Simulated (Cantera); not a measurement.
A closed system holds: 1 mol CH2F2, 0.5 mol HCl, 0.17 mol H2, equilibrated at 3123 K and 48.0 Torr.

Cantera equilibrium calculation (NASA polynomials, part measured and part estimated; ideal gas, pure solids and liquids). Candidate condensed phases: C, C6H6, C7H8, C8H18; 118 gas species. The tables' values for CCl are old estimates; treat these amounts as uncertain. The numbers say what is thermodynamically allowed, not how fast it happens.

Base state: HF 0.590, H 0.168, Cl 0.117, HCl 0.0362, H2 0.0350, F 0.0217, C3 0.0171, CF 0.00321 (mole fractions); condensed: C(graphite).

### Question
What changes in the equilibrium state with this change: temperature from 3123 K to 675 K?

### Answer
```json
[
 {"species": "HF", "before": "0.590", "after": "0.751"},
 {"species": "HCl", "before": "0.0362", "after": "0.188"},
 {"species": "H2", "before": "0.0350", "after": "0.0577"},
 {"species": "H", "before": "0.168", "after": "<1e-9"},
 {"species": "Cl", "before": "0.117", "after": "<1e-9"},
 {"species": "F", "before": "0.0217", "after": "<1e-9"},
 {"species": "C3", "before": "0.0171", "after": "<1e-9"},
 {"species": "CF", "before": "0.00321", "after": "<1e-9"},
 {"species": "C2H2 (acetylene)", "before": "0.00307", "after": "<1e-9"},
 {"species": "C2H", "before": "0.00299", "after": "<1e-9"},
 {"species": "C", "before": "0.00244", "after": "<1e-9"},
 {"species": "C(graphite), mol", "before": "0.752", "after": "0.992"}
]
```

### Question
What changes in the equilibrium state with this change: H2 from 0.17 to 1.2 mol?

### Answer
| species | before | after |
|---|---|---|
| HF | 0.590 | 0.413 |
| H | 0.168 | 0.313 |
| H2 | 0.0350 | 0.121 |
| C2H2 (acetylene) | 0.00307 | 0.0106 |
| F | 0.0217 | 0.00815 |
| Cl | 0.117 | 0.0670 |
| HCl | 0.0362 | 0.0384 |
| C3 | 0.0171 | 0.0171 |
| CF2 | 0.000102 | 1.44e-5 |
| C6H2 | 4.36e-6 | 1.51e-5 |
| CH2 | 4.52e-6 | 1.57e-5 |
| C(graphite), mol | 0.752 | 0.547 |

### Question
What changes in the equilibrium state with this change: temperature from 3123 K to 2598 K?

### Answer
```csv
species,before,after
HF,0.590,0.713
HCl,0.0362,0.127
H2,0.0350,0.0667
H,0.168,0.0389
C3,0.0171,3.36e-5
F,0.0217,0.00111
Cl,0.117,0.0518
C5,0.000449,1.51e-7
C4,8.13e-5,3.05e-8
"C(graphite), mol",0.752,0.993
```
